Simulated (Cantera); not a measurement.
Input (Python, Cantera) and output of one run.

```python
import numpy as np
import cantera as ct

gas_names = [...]  # 96 gases of nasa_gas.yaml made of C, Cl, H, Ti
cond_names = """
    C(gr) C6H6(L) C7H8(L) C8H18(L),n-octa Ti(a) Ti(b) Ti(L) TiC(s) TiC(L) TiCL2(s) TiCL3(s) TiCL4(L)
""".split()


# ... load() reads the species with a 1 bar reference pressure and builds the phases ...
atoms = {
    'TiCl4': {'Ti': 1, 'CL': 4},
    'CH4': {'C': 1, 'H': 4},
    'H2': {'H': 2},
}
top_T = {'C(gr)': 4500, 'TiCL2(s)': 1300, 'TiCL3(s)': 1000}  # K; cautious upper limits of use, not melting points


# ... equilibrate(T, P, feed) seeds the gas with the atoms and calls Mixture.equilibrate('TP', solver="vcs", rtol=1e-11, max_steps=5000) ...
results = []
T = 1098  # K
P = 8400  # Pa
for m in [0.65, 1.3, 1.9, 2.5, 3.1, 3.7, 4.3, 5, 5.6, 6.2, 6.8, 7.4, 8]:
    feed = {'TiCl4': 1, 'CH4': m, 'H2': 240}  # mol
    mix = equilibrate(T, P, feed)
    results.append((T, P, feed, dict(zip(mix.species_names, mix.species_moles))))

top = {s: max(r[3][s] / sum(r[3][g] for g in gas_names) for r in results) for s in gas_names}
cols = sorted((s for s in top if top[s] > 1e-05), key=lambda s: -top[s])[:8]
seen = [c for c in cond_names if any(r[3].get(c, 0) > 1e-12 for r in results)]
print("log10 of partial pressures in bar; condensed amounts in mol")
print(f"{'n(CH4)':>10s}" + "".join(f"{s[:9]:>10s}" for s in cols + seen))
for T, P, feed, n in results:
    ng = sum(n[g] for g in gas_names)
    print(f"{feed['CH4']:10.4g}" + "".join(f"{np.log10(max(n[s] / ng * P / 1e5, 1e-99)):10.3f}" for s in cols)
          + "".join(f"{n.get(c, 0):10.4g}" for c in seen))
```

Output:

```
log10 of partial pressures in bar; condensed amounts in mol
    n(CH4)        H2       HCL       CH4     TiCL3     TiCL4     C(gr)    TiC(s)
      0.65    -1.081    -3.008    -6.477    -4.071    -4.439         0     0.649
       1.3    -1.083    -2.863    -3.982    -6.132    -6.354         0    0.9966
       1.9    -1.084    -2.863    -3.606    -6.511    -6.733    0.1778    0.9986
       2.5    -1.084    -2.866    -3.605    -6.517    -6.741    0.7741    0.9986
       3.1    -1.084    -2.868    -3.605    -6.523    -6.750      1.37    0.9986
       3.7    -1.084    -2.870    -3.605    -6.530    -6.758     1.967    0.9986
       4.3    -1.084    -2.872    -3.605    -6.536    -6.767     2.563    0.9986
         5    -1.084    -2.874    -3.605    -6.543    -6.776     3.259    0.9986
       5.6    -1.084    -2.876    -3.605    -6.550    -6.785     3.855    0.9987
       6.2    -1.084    -2.878    -3.605    -6.556    -6.793     4.452    0.9987
       6.8    -1.084    -2.880    -3.605    -6.562    -6.801     5.048    0.9987
       7.4    -1.084    -2.882    -3.605    -6.568    -6.809     5.644    0.9987
         8    -1.084    -2.884    -3.605    -6.574    -6.817     6.241    0.9987
```

Equilibrium computed with Cantera from the NASA thermochemical tables; the gas is ideal and each condensed phase is pure. TiC: taken at fixed stoichiometry.
